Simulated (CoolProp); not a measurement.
Properties of dimethyl carbonate along the isotherm 135.65 °C (Tc = 283.9 °C, pc = 4909 kPa, ω = 0.346).

Computed with CoolProp (reference Helmholtz-energy equation of state, Zhou 2011).

| p (kPa) | phase | density (kg/m³) | cp (kJ/(kg K)) | cv (kJ/(kg K)) |
|---|---|---|---|---|
| 614 | liquid | 906.5 | 2.085 | 1.532 |
| 1230 | liquid | 907.9 | 2.082 | 1.532 |
| 1840 | liquid | 909.2 | 2.079 | 1.532 |
| 2450 | liquid | 910.6 | 2.076 | 1.532 |
| 3070 | liquid | 911.9 | 2.073 | 1.532 |
| 3680 | liquid | 913.2 | 2.071 | 1.532 |
| 4300 | liquid | 914.5 | 2.068 | 1.532 |
| 4910 | liquid | 915.8 | 2.066 | 1.532 |
| 5520 | liquid | 917.0 | 2.063 | 1.532 |
| 6140 | liquid | 918.3 | 2.061 | 1.533 |
| 6750 | liquid | 919.5 | 2.058 | 1.533 |
| 7360 | liquid | 920.7 | 2.056 | 1.533 |
